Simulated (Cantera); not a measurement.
What does this Cantera script print?

```python
import numpy as np
import cantera as ct

gas_names = """
    CL CL2 H HCL H2 N NH NH2 NH3 N2 N2H2 N2H4 Si SiCL SiCL2 SiCL3 SiCL4 SiH SiHCL3 SiH2 SiH2CL2 SiH3
    SiH3CL SiH4 SiN Si2 Si2N Si3
""".split()
cond_names = """
    NH4CL(a) NH4CL(b) Si(cr) Si(L) Si3N4(a)
""".split()


# ... load() reads the species with a 1 bar reference pressure and builds the phases ...
atoms = {
    'SiHCl3': {'Si': 1, 'H': 1, 'CL': 3},
    'N2': {'N': 2},
    'H2': {'H': 2},
}
top_T = {'Si3N4(a)': 2400}  # K; cautious upper limits of use, not melting points


# ... equilibrate(T, P, feed) seeds the gas with the atoms and calls Mixture.equilibrate('TP', solver="vcs", rtol=1e-11, max_steps=5000) ...
results = []
feed = {'SiHCl3': 1, 'N2': 9.2, 'H2': 0.57}  # mol
T = 1175  # K
for P in [5, 15, 45, 140, 410, 1200, 3700, 11000, 33000, 100000]:
    mix = equilibrate(T, P, feed)
    results.append((T, P, feed, dict(zip(mix.species_names, mix.species_moles))))

top = {s: max(r[3][s] / sum(r[3][g] for g in gas_names) for r in results) for s in gas_names}
cols = sorted((s for s in top if top[s] > 0.001), key=lambda s: -top[s])[:8]
seen = [c for c in cond_names if any(r[3].get(c, 0) > 1e-12 for r in results)]
print("log10 of partial pressures in bar; condensed amounts in mol")
print(f"{'P/Pa':>10s}" + "".join(f"{s[:9]:>10s}" for s in cols + seen))
for T, P, feed, n in results:
    ng = sum(n[g] for g in gas_names)
    print(f"{P:10.4g}" + "".join(f"{np.log10(max(n[s] / ng * P / 1e5, 1e-99)):10.3f}" for s in cols)
          + "".join(f"{n.get(c, 0):10.4g}" for c in seen))
```

Result:

```
log10 of partial pressures in bar; condensed amounts in mol
      P/Pa        N2       HCL     SiCL4        H2     SiCL2     SiCL3  Si3N4(a)
         5    -4.404    -5.103    -6.102    -6.075    -6.096    -6.594    0.1957
        15    -3.925    -4.625    -5.495    -5.582    -5.952    -6.218    0.2119
        45    -3.447    -4.153    -4.947    -5.072    -5.838    -5.888    0.2183
       140    -2.953    -3.670    -4.411    -4.538    -5.734    -5.568    0.2193
       410    -2.486    -3.214    -3.916    -4.030    -5.643    -5.274    0.2175
      1200    -2.019    -2.761    -3.426    -3.523    -5.554    -4.985    0.2145
      3700    -1.529    -2.286    -2.916    -2.993    -5.462    -4.684    0.2104
   1.1e+04    -1.055    -1.829    -2.425    -2.482    -5.374    -4.394    0.2061
   3.3e+04    -0.577    -1.369    -1.930    -1.968    -5.286    -4.103    0.2014
     1e+05    -0.095    -0.906    -1.432    -1.452    -5.197    -3.809    0.1965
```

Equilibrium computed with Cantera from the NASA thermochemical tables; the gas is ideal and each condensed phase is pure. N2 is the only nitrogen source here; it is nearly inert below about 1500 K, so the nitride shown seldom forms there in practice. The tables' values for SiCl3 are old estimates; treat these amounts as uncertain.
